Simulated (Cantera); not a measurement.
Charge: 1 mol SiH4, 1.6 mol N2, 0.63 mol H2, equilibrated at 1173.15 K and 1.00 bar.

Cantera equilibrium calculation (NASA polynomials, part measured and part estimated; ideal gas, pure solids and liquids). Candidate condensed phases: Si, Si3N4; 18 gas species. N2 is the only nitrogen source here; it is nearly inert below about 1500 K, so the nitride shown seldom forms there in practice. Equilibrium is a limit: real reactors are often held back by kinetics, nucleation or transport.

Base state: H2 0.738, N2 0.262, NH3 7.05e-5 (mole fractions); condensed: Si3N4(s).

Q: What changes in the equilibrium state with this change: SiH4 replaced by SiF4?

A: 
| species | before | after |
|---|---|---|
| N2 | 0.262 | 0.495 |
| SiF4 | 0 | 0.308 |
| H2 | 0.738 | 0.194 |
| HF | 0 | 0.00128 |
| SiHF3 | 0 | 0.00112 |
| SiF3 | 0 | 0.000126 |
| Si3N4(s), mol | 0.333 | 0 |
The tables' values for SiF3 are old estimates; treat these amounts as uncertain.
